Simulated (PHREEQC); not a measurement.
Consider water at 25 °C with 0.054 mol/kgw Al2(SO4)3, 0.0067 mol/kgw MgSO4 and 0.00053 mol/kgw HCl. It is in equilibrium with CO2 at log p = -3.4 (atm). Otherwise closed; pH follows from the charge balance.

Computed with PHREEQC (ion-association model, wateq4f.dat).

This is a speciation only: nothing precipitates in the calculation.

**Question.** Order these S species by the share of S that they hold, largest first: SO4-2, AlSO4+, MgSO4, Al(SO4)2-, HSO4-.

**Answer.** AlSO4+ (42 %), Al(SO4)2- (32 %), SO4-2 (24 %), MgSO4 (1.9 %), HSO4- (0.23 %)

The pH is 3.61 and the ionic strength 0.182 mol/kgw. Complexes and solids missing from the database can't appear.
